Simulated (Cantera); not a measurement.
A Cantera script and its output.

```python
import numpy as np
import cantera as ct

gas = ct.Solution("gri30.yaml")
gas.TPX = 1400, 440000, {'CH4': 1, 'CO2': 1.4, 'H2': 0.073}
inlet = ct.Reservoir(gas, clone=True)

reactor = ct.IdealGasConstPressureReactor(gas, energy="off", clone=False)
exhaust = ct.Reservoir(gas, clone=True)
tau = [0.43, 0.22, 0.11, 0.058, 0.03, 0.015, 0.0079, 0.004, 0.0021, 0.0011, 0.00055][0]
for a, b in ((inlet, reactor), (reactor, exhaust)):
    ct.MassFlowController(a, b, mdot=lambda t: reactor.mass / tau)
net = ct.ReactorNet([reactor])
show = ['CH4', 'CO2', 'H2', 'CO', 'C2H6']

rows = []
print(f"{'tau/s':>10s}{'T/K':>9s}" + "".join(f"{s:>11s}" for s in show))
for tau in [0.43, 0.22, 0.11, 0.058, 0.03, 0.015, 0.0079, 0.004, 0.0021, 0.0011, 0.00055]:
    net.initial_time = 0.0
    net.advance(30 * tau)
    before = gas.X
    net.advance(40 * tau)
    drift = np.max(np.abs(gas.X - before) / (gas.X + 1e-9))
    rows.append([gas.T, *gas[show].X, drift])
    print(f"{tau:10.3e}{gas.T:9.1f}" + "".join(f"{x:11.3e}" for x in gas[show].X))
```

Output:

```
     tau/s      T/K        CH4        CO2         H2         CO       C2H6
 4.300e-01   1400.0  3.399e-01  5.134e-01  6.336e-02  2.990e-02  4.856e-04
 2.200e-01   1400.0  3.678e-01  5.405e-01  5.166e-02  1.322e-02  5.588e-04
 1.100e-01   1400.0  3.851e-01  5.546e-01  4.182e-02  5.532e-03  6.097e-04
 5.800e-02   1400.0  3.942e-01  5.608e-01  3.589e-02  2.513e-03  6.143e-04
 3.000e-02   1400.0  3.992e-01  5.638e-01  3.249e-02  1.144e-03  5.656e-04
 1.500e-02   1400.0  4.019e-01  5.652e-01  3.078e-02  5.060e-04  4.588e-04
 7.900e-03   1400.0  4.031e-01  5.657e-01  3.008e-02  2.366e-04  3.310e-04
 4.000e-03   1400.0  4.038e-01  5.660e-01  2.977e-02  1.052e-04  2.036e-04
 2.100e-03   1400.0  4.041e-01  5.660e-01  2.964e-02  4.941e-05  1.155e-04
 1.100e-03   1400.0  4.042e-01  5.661e-01  2.958e-02  2.348e-05  6.044e-05
 5.500e-04   1400.0  4.043e-01  5.661e-01  2.955e-02  1.059e-05  2.767e-05
```

Detailed kinetics in Cantera: GRI-Mech 3.0 (53 species, 325 reactions).
